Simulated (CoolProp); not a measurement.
Properties of n-heptane at several states.

The numbers come from the reference Helmholtz-energy equation of state, Span 2003 in CoolProp. It is a short technical equation, of lower accuracy than the large ones.

| T (°C) | p (bar) | phase | density (kg/m³) | speed of sound (m/s) | expansivity (1/kK) | conductivity (mW/(m K)) | Prandtl number |
|---|---|---|---|---|---|---|---|
| 127.75 | 0.992 | gas | 3.102 | 179.5 | 2.879 | 22.1 | 0.757 |
| 71.15 | 120 | liquid | 654.4 | 1043 | 1.211 | 116 | 5.96 |
| 9.45 | 0.355 | liquid | 692.6 | 1193 | 1.206 | 127 | ___ |
| 166.35 | 51.2 | liquid | ___ | ___ | 1.893 | 89.2 | 4.14 |
| 97.05 | 159 | liquid | 638.7 | 987.9 | 1.218 | 112 | 5.48 |

Problem. Complete the blanks.

Solution. 
- 9.45, Prandtl number: 8.01
- 166.35, density (kg/m³): 557.5
- 166.35, speed of sound (m/s): 644.6

Viscosity comes from a separate model (Michailidou 2014). Thermal conductivity comes from a separate model (Assael 2013).
